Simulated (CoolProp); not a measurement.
The fluid at 298.15 K and 0.274 MPa is compressed adiabatically to 1.89 MPa with isentropic efficiency 0.9. The same conditions are run with several fluids, on thermodynamics alone (safety and materials aside).

Values from CoolProp's reference Helmholtz-energy equation of state of each fluid (R142b: Lemmon 2006; R407C: Lemmon 2003; dimethyl ether: Wu 2011; dry air: Lemmon 2000; R507A: Lemmon 2003). Blends and air are pseudo-pure fits.

```tsv
fluid	work (kJ/kg)	final temperature (K)	final density (kg/m³)
R142b	50.0	378.9	___
R407C	___	384.2	58.3
dimethyl ether	___	___	___
dry air	___	539.3	12.1
R507A	54.1	371.3	___
```

Problem. Fill in the missing entries.

Solution. 
- R142b, final density (kg/m³): 82.0
- R407C, work (kJ/kg): 63.9
- dimethyl ether, work (kJ/kg): 119
- dimethyl ether, final temperature (K): 390.4
- dimethyl ether, final density (kg/m³): 31.6
- dry air, work (kJ/kg): 245
- R507A, final density (kg/m³): 71.4
